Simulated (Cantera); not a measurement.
Input: 1 mol Si, 2.1 mol Cl2, 0.21 mol H2, at 1323 K and 3.80 bar.

Method: chemical equilibrium by Gibbs-energy minimisation in Cantera with the NASA 1993 tables (ideal gas, pure condensed phases). Candidate condensed phases: Si; 19 gas species. The tables' values for SiCl3 are old estimates; treat these amounts as uncertain. Kinetics and transport are ignored.

Base state: SiCl4 0.734, HCl 0.178, H2 0.0638, SiHCl3 0.0134, SiCl3 0.0107, SiCl2 0.000858, SiH2Cl2 3.49e-5 (mole fractions); condensed: gas only.

What changes in the equilibrium state with this change: temperature from 1323 K to 1050 K?


| species | before | after |
|---|---|---|
| SiCl4 | 0.734 | 0.759 |
| HCl | 0.178 | 0.157 |
| H2 | 0.0638 | 0.0798 |
| SiCl3 | 0.0107 | 0.000233 |
| SiHCl3 | 0.0134 | 0.00401 |
| SiCl2 | 0.000858 | 1.30e-6 |
| SiH2Cl2 | 3.49e-5 | 2.41e-6 |

What changes in the equilibrium state with this change: temperature from 1323 K to 1350 K?


```tsv
species	before	after
SiCl4	0.734	0.728
HCl	0.178	0.182
H2	0.0638	0.0610
SiCl3	0.0107	0.0139
SiHCl3	0.0134	0.0140
SiCl2	0.000858	0.00132
SiH2Cl2	3.49e-5	3.91e-5
```
